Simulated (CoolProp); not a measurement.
Properties of nitrogen along the isobar 0.101 MPa.

Model: reference Helmholtz-energy equation of state, Span 2000, in CoolProp.

```json
[
 {"T (K)": "103.7", "phase": "gas", "conductivity (mW/(m K))": "9.74", "Prandtl number": "0.790"},
 {"T (K)": "127.4", "phase": "gas", "conductivity (mW/(m K))": "12.0", "Prandtl number": "0.768"},
 {"T (K)": "151", "phase": "gas", "conductivity (mW/(m K))": "14.1", "Prandtl number": "0.754"},
 {"T (K)": "174.6", "phase": "gas", "conductivity (mW/(m K))": "16.1", "Prandtl number": "0.745"},
 {"T (K)": "198.2", "phase": "gas", "conductivity (mW/(m K))": "18.1", "Prandtl number": "0.737"},
 {"T (K)": "221.9", "phase": "gas", "conductivity (mW/(m K))": "20.1", "Prandtl number": "0.732"},
 {"T (K)": "245.5", "phase": "gas", "conductivity (mW/(m K))": "21.9", "Prandtl number": "0.727"},
 {"T (K)": "269.1", "phase": "gas", "conductivity (mW/(m K))": "23.7", "Prandtl number": "0.722"},
 {"T (K)": "292.7", "phase": "gas", "conductivity (mW/(m K))": "25.4", "Prandtl number": "0.718"},
 {"T (K)": "316.3", "phase": "gas", "conductivity (mW/(m K))": "27.1", "Prandtl number": "0.715"},
 {"T (K)": "340", "phase": "gas", "conductivity (mW/(m K))": "28.8", "Prandtl number": "0.712"},
 {"T (K)": "363.6", "phase": "gas", "conductivity (mW/(m K))": "30.4", "Prandtl number": "0.710"},
 {"T (K)": "387.2", "phase": "gas", "conductivity (mW/(m K))": "32.0", "Prandtl number": "0.708"},
 {"T (K)": "410.8", "phase": "gas", "conductivity (mW/(m K))": "33.5", "Prandtl number": "0.707"}
]
```

Viscosity comes from a separate model (Lemmon 2004). Thermal conductivity comes from a separate model (Lemmon 2004).
